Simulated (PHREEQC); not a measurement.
Hard or scaling water: speciation

Dissolve 3.6 mmol/kgw CaCl2, 22 mmol/kgw Na2HPO4 and 0.035 mmol/kgw KCl at 20 °C. Closed to the air; pH follows from the charge balance.

The numbers come from PHREEQC with the ion-association model, phreeqc.dat.

Each row changes one thing in this solution. Precipitation was switched off in this run.

```
case                                             pH  ionic strength (mol/kgw)  Ca+2 (mol/kgw)  CaOH+ (mol/kgw)  SI of Halite (NaCl)  SI of Sylvite (KCl)
---------------------------------------------  ----  ------------------------  --------------  ---------------  -------------------  -------------------
as made                                        8.27                    0.0644         0.00101          1.72e-8                -5.26                -7.67
Na2HPO4 from 0.022 to 0.044 mol/kgw            8.38                     0.126        0.000719          1.37e-8                -5.01                -7.73
Na2HPO4 replaced by NaBr at the same molality  7.07                    0.0328         0.00360          4.32e-9                -5.51                -7.62
0.002 mol/kgw KOH added                        8.95                    0.0651        0.000536          4.30e-8                -5.26                -5.91
0.0032 mol/kgw NH3 added                       9.09                    0.0651        0.000437          4.85e-8                -5.26                -7.67
KCl from 3.5e-05 to 3.85e-05 mol/kgw           8.27                    0.0644         0.00101          1.72e-8                -5.26                -7.63
Na2HPO4 from 0.022 to 0.0242 mol/kgw           8.28                    0.0705        0.000967          1.66e-8                -5.22                -7.68
Na2HPO4 from 0.022 to 0.11 mol/kgw             8.52                     0.306        0.000460          9.92e-9                -4.68                -7.82
```

Some of these states are supersaturated (in Hydroxyapatite, for instance).
